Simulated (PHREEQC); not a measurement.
1.7 g of hydrous ferric oxide (600 m²/g; 0.2 weak and 0.005 strong sites per Fe, Dzombak-Morel constants, diffuse double layer) in 1 kg of water with 0.001 mol/kgw of an inert sodium salt and 0.024 mmol/kgw Na2SO4, at 25 °C; the pH is set by adding NaOH or the inert anion's acid. Oxygen is held at 0.21 atm. The system is closed to CO2. No solid was allowed to form.

The numbers come from PHREEQC with the ion-association model, wateq4f.dat.

**Question.** Predict S sorbed (%) at pH = 6.5, 10.5.

**Answer.** 
```json
[
 {"pH": "6.5", "S sorbed (%)": "95.1"},
 {"pH": "10.5", "S sorbed (%)": "0.0"}
]
```

The oxide is taken as insoluble; below pH 4 it would dissolve.
